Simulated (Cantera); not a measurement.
A closed system holds: 1 mol Ti(OiPr)4, 0.62 mol C3H8, held at 13300 Pa.

Method: chemical equilibrium by Gibbs-energy minimisation in Cantera with the NASA 1993 tables (ideal gas, pure condensed phases). Candidate condensed phases: C, C6H6, C7H8, C8H18, H2O, Ti, TiC, TiO, TiO2, Ti2O3, Ti3O5, Ti4O7; 113 gas species. The feed counts by its element totals alone. TiC: taken at fixed stoichiometry. Equilibrium is a limit: real reactors are often held back by kinetics, nucleation or transport.

Over these rows the condensed part is C(graphite) + TiC(s). Partial pressures as log10 of bar:

```json
[
 {"T (K)": "1400", "1000/T (1/K)": "0.7143", "log p C2H2 (acetylene)": "-6.57", "log p H2": "-0.97", "log p CO": "-1.58"},
 {"T (K)": "1450", "1000/T (1/K)": "0.6897", "log p C2H2 (acetylene)": "?", "log p H2": "-0.97", "log p CO": "-1.58"},
 {"T (K)": "1500", "1000/T (1/K)": "0.6667", "log p C2H2 (acetylene)": "-6.01", "log p H2": "-0.97", "log p CO": "-1.58"},
 {"T (K)": "1550", "1000/T (1/K)": "0.6452", "log p C2H2 (acetylene)": "-5.76", "log p H2": "-0.97", "log p CO": "-1.58"},
 {"T (K)": "1600", "1000/T (1/K)": "0.6250", "log p C2H2 (acetylene)": "-5.53", "log p H2": "-0.97", "log p CO": "-1.58"},
 {"T (K)": "1650", "1000/T (1/K)": "0.6061", "log p C2H2 (acetylene)": "-5.31", "log p H2": "-0.97", "log p CO": "-1.58"}
]
```

### Question
Fit log p(C2H2 (acetylene)) = a + b·(1000/T) to the five rows, give the apparent enthalpy, and predict the row at 1450 K.

### Answer
Means: 1000/T = 0.6515, log p = -5.836. Sxy = -0.081208, Sxx = 0.0069780, so b = -11.64 and a = -5.836 − (-11.64)×0.6515 = 1.75.
Apparent enthalpy: −19.145 × (-11.64) = 223 kJ/mol. With the condensed phases at unit activity, 2 C(graphite) + H2(g) = C2H2 (acetylene)(g) links this pressure to the main gases: over the six rows their terms move log p by +0.00 in all, so the slope is close to that reaction's ΔH°. The five rows lie within 0.01 of the line.
Prediction at 1450 K: 1.75 + (-11.64)×0.6897 = -6.28. The computed value is -6.28, 0.00 from the line.
